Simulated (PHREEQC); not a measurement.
Consider water at 20 °C with 0.17 mol/kgw H2SO4, 0.00023 mol/kgw CaCl2 and 0.0083 mol/kgw CuCl2. Closed to the air; pH follows from the charge balance.

Equilibrium calculation in PHREEQC: ion-association model, phreeqc.dat.

```
quantity                     before    after
-------------------------  --------  -------
pH                             0.80     1.06
ionic strength (mol/kgw)      0.245    0.134
HSO4- (mol/kgw)               0.140   0.0644
SO4-2 (mol/kgw)              0.0274   0.0193
Ca+2 (mol/kgw)             0.000122  6.86e-5
CaHSO4+ (mol/kgw)           6.29e-5  1.93e-5
SI of Gypsum (CaSO4:2H2O)     -1.98    -2.21
```

Task: Name the change that produced these shifts.
A) CuCl2 left out
B) 0.0083 mol/kgw HBr added
C) CuCl2 from 0.0083 to 0.00913 mol/kgw
D) diluted 2-fold with water
E) 0.032 mol/kgw CaBr2 added

Result: D, diluted 2-fold with water

No solid was allowed to form.
